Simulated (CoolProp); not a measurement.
Model: reference Helmholtz-energy equation of state, Akasaka 2023, in CoolProp.

For R1224YDZ, give the phase and the density (kg/m³), cv (kJ/(kg K)), speed of sound (m/s), Joule-Thomson coefficient (K/MPa) at 123.05 °C and 2140 kPa; 134.05 °C and 2140 kPa; 167.05 °C and 2140 kPa.


- 123.05 °C and 2140 kPa: liquid; density 1010, cv 0.956, speed of sound 252, Joule-Thomson coefficient 0.904
- 134.05 °C and 2140 kPa: gas; density 150, cv 0.991, speed of sound 102, Joule-Thomson coefficient 20.0
- 167.05 °C and 2140 kPa: gas; density 114, cv 0.972, speed of sound 128, Joule-Thomson coefficient 11.6
